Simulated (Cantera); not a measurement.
A Cantera script and what it prints.

```python
import numpy as np
import cantera as ct

gas_names = """
    AL ALH ALO ALOH ALO2 ALO2H AL2 AL2O AL2O2 H HALO HO2 H2 H2O H2O2 O OH O2 O3
""".split()
cond_names = """
    AL(cr) AL(L) AL2O3(a) AL2O3(L) H2O(s) H2O(L)
""".split()


def load(file, names, dense=False):
    # The tables refer to 1 bar. Condensed volumes are neglected.
    table = {s.name: s for s in ct.Species.list_from_file(file)}
    out = []
    for n in names:
        d = dict(table[n].input_data)
        d["thermo"] = dict(d["thermo"], **{"reference-pressure": 1e5})
        if dense:
            d["equation-of-state"] = {"model": "constant-volume", "density": "1e6 g/cm^3"}
        out.append(ct.Species.from_dict(d))
    return out


gas = ct.Solution(thermo="ideal-gas", species=load("nasa_gas.yaml", gas_names))
cond = {s.name: ct.Solution(thermo="fixed-stoichiometry", species=[s], name=s.name)
        for s in load("nasa_condensed.yaml", cond_names, dense=True)}
atoms = {
    'Al': {'AL': 1},
    'O2': {'O': 2},
    'H2': {'H': 2},
}
top_T = {}  # K; cautious upper limits of use, not melting points


def equilibrate(T, P, feed):
    n = {}
    for name, mol in feed.items():
        for a, k in atoms[name].items():
            n[a] = n.get(a, 0.0) + k * mol
    gas.TPX = T, P, n
    mass = sum(n.values()) * gas.mean_molecular_weight
    gas.equilibrate("TP")
    valid = [c for c in cond.values() if c.min_temp <= T <= top_T.get(c.name, c.max_temp)]
    mix = ct.Mixture([(gas, mass / gas.mean_molecular_weight)] + [(c, 0.0) for c in valid])
    mix.T, mix.P = T, P
    mix.equilibrate("TP", solver="vcs", rtol=1e-11, max_steps=5000)
    return mix


results = []
feed = {'Al': 1, 'O2': 0.85, 'H2': 8.4}  # mol
T = 1773  # K
P = 13332.2  # Pa
mix = equilibrate(T, P, feed)
results.append((T, P, feed, dict(zip(mix.species_names, mix.species_moles))))
print(gas.report(threshold=0.001))
for i in range(1, mix.n_phases):
    print(f"{mix.phase(i).name:16s} {mix.phase_moles(i):12.5e} mol")
```

Output:

```
       temperature   1773 K
          pressure   13332 Pa
           density   0.0021669 kg/m^3
  mean mol. weight   2.396 kg/kmol
   phase of matter   gas

                          1 kg             1 kmol
                     ---------------   ---------------
          enthalpy        1.6736e+07        4.0099e+07  J
   internal energy        1.0583e+07        2.5358e+07  J
           entropy             85091        2.0388e+05  J/K
    Gibbs function       -1.3413e+08       -3.2138e+08  J
 heat capacity c_p             14100             33784  J/K
 heat capacity c_v             10630             25470  J/K

                      mass frac. Y      mole frac. X     chem. pot. / RT
                     ---------------   ---------------   ---------------
                H2           0.82073           0.97543           -21.143
               H2O           0.17894          0.023799           -49.112
     [  +17 minor]        0.00033246        0.00077067

AL(L)             0.00000e+00 mol
AL2O3(a)          5.00000e-01 mol
```

Equilibrium computed with Cantera from the NASA thermochemical tables; the gas is ideal and each condensed phase is pure.
